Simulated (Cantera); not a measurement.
## Equilibrium for silicon carbide growth: CH₃SiCl₃ + C₂H₄ + H₂ + CH₄

Input: 1 mol CH₃SiCl₃, 0.49 mol C₂H₄, 38 mol H₂, 0.44 mol CH₄, at 2.00 mbar.

Method: chemical equilibrium by Gibbs-energy minimisation in Cantera with the NASA 1993 tables (ideal gas, pure condensed phases). Candidate condensed phases: C, C₆H₆, C₇H₈, C₈H₁₈, Si, SiC; 109 gas species. The feed counts by its element totals alone. The tables' values for SiCl are old estimates; treat these amounts as uncertain. Gases not in the tables: Si₂H₆ and higher silanes. The numbers say what is thermodynamically allowed, not how fast it happens.

```
T (K)   x H₂       x H   x HCl      x Si      x Cl  n C(graphite)  n SiC(s)
-----  -----  --------  ------  --------  --------  -------------  --------
1048   0.930   1.67e-7  0.0698    <1e-12   1.14e-8           1.42     0.998
1148   0.930   1.54e-6  0.0699    <1e-12   1.02e-7           1.42     0.999
1248   0.930   1.01e-5  0.0699  8.66e-12   6.48e-7           1.42     0.999
1348   0.930   4.99e-5  0.0699  3.54e-10   3.12e-6           1.42     0.998
1448   0.930  0.000199  0.0698   8.63e-9   1.22e-5           1.42     0.996
1548   0.929  0.000664  0.0696   1.39e-7   3.97e-5           1.43     0.993
1648   0.928   0.00192  0.0694   1.59e-6  0.000112           1.43     0.990
1748   0.925   0.00491  0.0689   1.37e-5  0.000282           1.43     0.985
1848   0.919    0.0114  0.0680   9.36e-5  0.000640           1.42     0.976
1948   0.906    0.0241  0.0666  0.000523   0.00132           1.43     0.948
2048   0.882    0.0470  0.0640   0.00246   0.00253           1.49     0.837
2148   0.836    0.0852  0.0596    0.0100   0.00444           1.78     0.397
2248   0.771     0.144  0.0546    0.0169   0.00740           1.97         0
```
x: gas mole fraction; n: condensed amount in mol.

From 1048 K to 2148 K the condensed part is C(graphite) + SiC(s). At 2248 K the condensed part is C(graphite). The main Si-bearing gas is SiCl₄ at 1048 K and Si at 2248 K.
